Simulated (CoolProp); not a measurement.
The numbers come from the reference Helmholtz-energy equation of state, Gao 2022 in CoolProp.

Question: Give the vapour pressure (kPa), liquid density (kg/m³), vapour density (kg/m³) of saturated n-perfluorohexane at 347.6 K.

Answer: 
| T (K) | p (kPa) | liquid density (kg/m³) | vapour density (kg/m³) |
|---|---|---|---|
| 347.6 | 176 | 1520 | 22.7 |
